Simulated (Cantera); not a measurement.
Adiabatic ignition

An adiabatic, constant-pressure homogeneous reactor starts with CH4 : O2 : N2 = 1 : 6.67 : 25.1 (molar parts), at 1698 K and 750 Torr.

Cantera simulation using GRI-Mech 3.0 (53 species, 325 reactions); the numbers are that mechanism's predictions, not measurements.

```csv
t (s),T (K),x CH4,x O2,x H2O2,x HCO,x C2H6,x NO2
8.00e-6,1698,0.0305,0.204,1.04e-8,2.34e-11,1.27e-9,<1e-12
2.29e-5,1698,0.0305,0.204,3.38e-8,2.92e-10,4.37e-8,<1e-12
6.58e-5,1698,0.0303,0.203,1.15e-7,7.11e-9,2.13e-6,<1e-12
0.000188,1814,0.0148,0.186,6.87e-6,2.14e-5,0.000138,1.59e-10
0.000540,2246,<1e-12,0.139,8.13e-8,2.69e-10,<1e-12,6.47e-8
0.00155,2300,<1e-12,0.140,9.42e-8,3.57e-11,<1e-12,2.29e-7
0.00444,2301,<1e-12,0.140,9.62e-8,3.21e-11,<1e-12,5.49e-7
0.0127,2300,<1e-12,0.140,9.57e-8,3.15e-11,<1e-12,1.42e-6
0.0365,2295,<1e-12,0.139,9.43e-8,2.99e-11,<1e-12,3.60e-6
0.105,2286,<1e-12,0.137,9.17e-8,2.72e-11,<1e-12,7.57e-6
0.300,2280,<1e-12,0.135,8.99e-8,2.54e-11,<1e-12,1.05e-5
```
x: mole fraction; the columns are a selection and need not sum to one.

```
Property                                                             Value
---------------------------------  ---------------------------------------
time of steepest temperature rise                                 0.200 ms
temperature at 0.300 s                                              2280 K
equilibrium temperature                                             2279 K
x(CH4) at 0.300 s                    <1e-12 (gas-phase equilibrium <1e-12)
x(O2) at 0.300 s                       0.135 (gas-phase equilibrium 0.135)
x(H2O2) at 0.300 s                 8.99e-8 (gas-phase equilibrium 8.97e-8)
```
